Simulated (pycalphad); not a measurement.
An equivalent pycalphad script:

```python
from pycalphad import Database, equilibrium, calculate, variables as v
import numpy as np
db = Database('COST507.tdb')
comps = ['AL', 'SI', 'VA']
phases = ['DIAMOND_A4', 'FCC_A1', 'LIQUID']
eq = equilibrium(db, comps, phases, {v.X('SI'): 0.0144, v.T: np.arange(1850, 499, -40), v.P: 101325, v.N: 1}, output=['HM', 'SM'])
```

Computed with pycalphad from the COST 507 light-alloy database (1999), at 1 atm. The database dates from 1999; later assessments differ in places, in temperatures and in the compounds included. Phase fractions are per mole of atoms.

Results at three of the temperatures:

```
T = 1370.00 K, P = 101325 Pa, N = 1 mol of atoms
G = -72440 J/mol, H = 43022 J/mol, S = 84.28 J/(mol K)  (SER reference)
chemical potentials (J/mol): Al -72029, Si -100593
phase             fraction      x(Al)      x(Si)
LIQUID              1.0000     0.9856     0.0144
```

```
T = 1290.00 K, P = 101325 Pa, N = 1 mol of atoms
G = -65774 J/mol, H = 40487 J/mol, S = 82.37 J/(mol K)  (SER reference)
chemical potentials (J/mol): Al -65405, Si -90973
phase             fraction      x(Al)      x(Si)
LIQUID              1.0000     0.9856     0.0144
```

```
T = 890.00 K, P = 101325 Pa, N = 1 mol of atoms
G = -35294 J/mol, H = 18432 J/mol, S = 60.37 J/(mol K)  (SER reference)
chemical potentials (J/mol): Al -35331, Si -32725
phase             fraction      x(Al)      x(Si)
FCC_A1              0.8836     0.9925     0.0075
LIQUID              0.1164     0.9330     0.0670
```

Changes of the phase set, refined by bisection:

| T (°C) | phases above | phases below |
|---|---|---|
| 651.4 | liquid | fcc + liquid |
| 579.5 | fcc + liquid | fcc |
| 572.8 | fcc | diamond (Si) + fcc |

FCC_A1 is fcc.
